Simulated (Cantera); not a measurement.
## Gas-phase reforming

An isothermal, constant-pressure homogeneous reactor starts with 66.9 % CH4, 30.8 % CO2, 2.34 % H2, at 2150 K and 82.5 Torr.

Detailed kinetics in Cantera: GRI-Mech 3.0 (53 species, 325 reactions). GRI-Mech 3.0 stops at C3 and has no aromatics, soot or wall deposition, so with more carbon than oxygen in the feed, carbon stays in small species such as C2H2 where larger ones or solid carbon would form.

```tsv
t (s)	x CH4	x CO2	x H2	x H	x CH3	x CH2O
0.000200	0.241	0.217	0.354	0.00273	0.0297	0.000228
0.000812	0.0503	0.101	0.483	0.00411	0.00795	3.99e-5
0.00330	0.00947	0.0134	0.476	0.00581	0.00223	9.32e-6
0.0134	0.00521	0.00475	0.544	0.00703	0.00130	1.93e-6
0.0544	0.00106	0.000225	0.587	0.00921	0.000320	2.99e-8
0.221	0.000102	1.65e-8	0.589	0.00983	3.26e-5	8.10e-9
0.896	9.94e-5	1.54e-8	0.589	0.00983	3.19e-5	8.10e-9
3.64	9.94e-5	1.54e-8	0.589	0.00983	3.19e-5	8.10e-9
14.8	9.94e-5	1.54e-8	0.589	0.00983	3.19e-5	8.10e-9
60.0	9.94e-5	1.54e-8	0.589	0.00983	3.19e-5	8.10e-9
```
x: mole fraction; the columns are a selection and need not sum to one.

Equilibrium at this temperature and pressure: CH4 9.96e-5, CO2 1.54e-8, H2 0.589, H 0.00983, CH3 3.20e-5, CH2O 8.10e-9 (gas phase only).
